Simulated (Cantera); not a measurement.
A jet of 1.96 % H₂, 16.5 % O₂, 81.5 % N₂ at 300 K and 2400 Pa hits a platinum plate 4.1 cm away at a mass flux of 0.026 kg/m²/s; the plate temperature is set and raised in steps from an oxygen-covered start.

Model: Deutschmann's 1995 Pt surface mechanism with GRI-Mech 3.0 gas chemistry, integrated in Cantera. Catalytic surfaces can have several steady states; this one follows from the mechanism file's or the stated starting coverage.

One state of this run: wall x H₂ = 0.00339; wall x O₂ = 0.148; wall x H₂O = 0.0307; wall x OH = <1e-8; θ free Pt = 0.0883; θ O* = 0.911; θ OH* = 0.00112. x: mole fraction at the wall; θ: surface coverage.

Q: Which value of plate T (K) does it belong to?
A) 800
B) 750
C) 600
D) 650

A: B, 750
